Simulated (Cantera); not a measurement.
What does this Cantera script print?

```python
import numpy as np
import cantera as ct

gas = ct.Solution("gri30.yaml")


def delay(T, t_max=10):
    gas.TPX = T, 290000, {'CH4': 1, 'O2': 1.67, 'N2': 6.27}
    reactor = ct.IdealGasConstPressureReactor(gas, clone=False)
    net = ct.ReactorNet([reactor])
    net.rtol, net.atol = 1e-8, 1e-16
    while net.time < t_max:
        t_old, T_old = net.time, reactor.T
        net.step()
        if reactor.T > T + 400:  # ignition: a rise of 400 K
            return t_old + (T + 400 - T_old) / (reactor.T - T_old) * (net.time - t_old)
    return np.nan


taus = []
for T in [1323, 1373, 1423, 1473, 1523, 1573, 1623, 1673]:
    taus.append(delay(T))
    print(f"T0 = {T:6g} K   tau = {taus[-1]:.4e} s")
```

It prints:

```
T0 =   1323 K   tau = 4.0002e-03 s
T0 =   1373 K   tau = 2.2244e-03 s
T0 =   1423 K   tau = 1.2685e-03 s
T0 =   1473 K   tau = 7.4174e-04 s
T0 =   1523 K   tau = 4.4529e-04 s
T0 =   1573 K   tau = 2.7495e-04 s
T0 =   1623 K   tau = 1.7492e-04 s
T0 =   1673 K   tau = 1.1475e-04 s
```

Model: GRI-Mech 3.0 (53 species, 325 reactions), integrated in Cantera.
